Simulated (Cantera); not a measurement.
# Thermodynamics of sublimation and decomposition of ceramics, feed SiC + C + N2

Charge: 1 mol SiC, 0.23 mol C, 0.049 mol N2, at 0.0218 Torr.

Cantera equilibrium calculation (NASA polynomials, part measured and part estimated; ideal gas, pure solids and liquids). Candidate condensed phases: C, Si, SiC, Si3N4; 20 gas species. The tables' values for SiN are old estimates; treat these amounts as uncertain. Rates play no part.

| T (K) | log p N2 | log p Si | log p SiC2 | log p Si2C | log p C3 | log p CN | log p C | log p Si2 | n C(graphite) | n SiC(s) |
|---|---|---|---|---|---|---|---|---|---|---|
| 1875 | -4.54 | -6.52 | -8.17 | -8.33 | -11.99 | -9.28 | -11.76 | -10.12 | 0.231 | 0.999 |
| 1925 | -4.55 | -6.15 | -7.69 | -7.85 | -11.39 | -8.96 | -11.25 | -9.60 | 0.231 | 0.999 |
| 1975 | -4.56 | -5.79 | -7.23 | -7.40 | -10.83 | -8.67 | -10.75 | -9.10 | 0.233 | 0.997 |
| 2025 | -4.60 | -5.46 | -6.79 | -6.97 | -10.29 | -8.41 | -10.29 | -8.64 | 0.237 | 0.992 |
| 2075 | -4.68 | -5.14 | -6.37 | -6.57 | -9.78 | -8.18 | -9.84 | -8.19 | 0.247 | 0.981 |
| 2125 | -4.90 | -4.83 | -5.98 | -6.18 | -9.30 | -8.03 | -9.42 | -7.77 | 0.286 | 0.933 |
| 2175 | -5.85 | -4.61 | -5.67 | -5.95 | -8.84 | -8.26 | -9.01 | -7.51 | 1.04 | 0 |
| 2225 | -5.86 | -4.61 | -5.59 | -6.16 | -8.40 | -8.03 | -8.63 | -7.67 | 1.02 | 0 |
| 2275 | -5.86 | -4.62 | -5.52 | -6.36 | -7.98 | -7.81 | -8.26 | -7.84 | 0.995 | 0 |
| 2325 | -5.87 | -4.62 | -5.45 | -6.56 | -7.58 | -7.60 | -7.90 | -8.01 | 0.960 | 0 |
| 2375 | -5.87 | -4.63 | -5.39 | -6.75 | -7.19 | -7.40 | -7.56 | -8.18 | 0.917 | 0 |
| 2425 | -5.88 | -4.65 | -5.33 | -6.95 | -6.83 | -7.21 | -7.24 | -8.34 | 0.863 | 0 |
log p: log10 of the partial pressure in bar; n: condensed amount in mol.

From 1875 K to 2125 K the condensed part is C(graphite) + SiC(s). From 2175 K to 2425 K the condensed part is C(graphite). The main Si-bearing gas is Si throughout.
